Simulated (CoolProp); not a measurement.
A closed Brayton cycle with nitrogen: compressor inlet 321.15 K and 6.1 MPa, high pressure 15.8 MPa, turbine inlet 850 K, compressor efficiency 0.89, turbine efficiency 0.85, recuperator effectiveness 0 (on enthalpy, no pinch check). Each further row changes one setting.

The numbers come from the reference Helmholtz-energy equation of state, Span 2000 in CoolProp.

```csv
case,thermal efficiency (%),net work (kJ/kg),compressor to turbine work,compressor exit (K),turbine exit (K)
as stated,14.2,66.3,0.65,435.7,688.1
turbine inlet 800 K,…,…,…,435.7,…
compressor inlet 331.15 K,13.8,62.3,0.67,449.1,688.1
high pressure 13.4 MPa,…,60.6,0.62,…,…
recuperator effectiveness 0.5,20.1,66.3,0.65,435.7,688.1
```

Question: Fill in the missing entries.

Answer: 
- turbine inlet 800 K, thermal efficiency (%): 13.5
- turbine inlet 800 K, net work (kJ/kg): 55.2
- turbine inlet 800 K, compressor to turbine work: 0.69
- turbine inlet 800 K, turbine exit (K): 646.1
- high pressure 13.4 MPa, thermal efficiency (%): 12.4
- high pressure 13.4 MPa, compressor exit (K): 413.6
- high pressure 13.4 MPa, turbine exit (K): 713.6
